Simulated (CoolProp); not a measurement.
Properties of R1234ze(Z) along the isotherm 4.85 °C (Tc = 150.1 °C, pc = 3531 kPa, ω = 0.327).

Values from CoolProp's reference Helmholtz-energy equation of state, Akasaka 2019.

| p (kPa) | phase | Z | cv (kJ/(kg K)) | Joule-Thomson coefficient (K/MPa) | isothermal compressibility (1/MPa) | expansivity (1/kK) |
|---|---|---|---|---|---|---|
| 108 | liquid | … | 0.8485 | … | 0.002221 | 1.945 |
| 221 | liquid | … | 0.8485 | -0.2956 | 0.002215 | 1.942 |
| 453 | liquid | … | 0.8486 | -0.2969 | … | 1.935 |
| 931 | liquid | 0.03593 | 0.8486 | … | 0.002177 | 1.921 |
| 1910 | liquid | 0.07355 | 0.8486 | -0.3045 | 0.002128 | 1.893 |

Question: Fill in the missing entries.

Answer: 
- 108, Z: 0.004175
- 108, Joule-Thomson coefficient (K/MPa): -0.2950
- 221, Z: 0.008541
- 453, Z: 0.01750
- 453, isothermal compressibility (1/MPa): 0.002203
- 931, Joule-Thomson coefficient (K/MPa): -0.2994
